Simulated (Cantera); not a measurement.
Charge: 1 mol SiC, 0.14 mol C, 2.5 mol N₂, at 2525 K and 0.500 bar.

Equilibrium computed with Cantera from the NASA thermochemical tables; the gas is ideal and each condensed phase is pure. Candidate condensed phases: C, Si, SiC, Si₃N₄; 20 gas species. The tables' values for SiN are old estimates; treat these amounts as uncertain. The numbers say what is thermodynamically allowed, not how fast it happens.

Base state: N₂ 0.995, Si 0.00290, SiC₂ 0.000808, Si₂C 0.000442, SiN 0.000199, CN 0.000179, C₂N₂ 8.97e-5, Si₂N 4.40e-5 (mole fractions); condensed: C(graphite) + SiC(s).

### Question
What changes in the equilibrium state with this change: pressure from 0.500 bar to 13.3 mbar?

### Answer
```
species             before     after
----------------  --------  --------
N₂                   0.995     0.841
Si                 0.00290     0.109
SiC₂              0.000808    0.0303
Si₂C              0.000442    0.0166
Si₃                8.87e-7   3.33e-5
Si₂                2.04e-5  0.000765
C(graphite), mol     0.146     0.428
SiC(s), mol          0.988     0.479
```
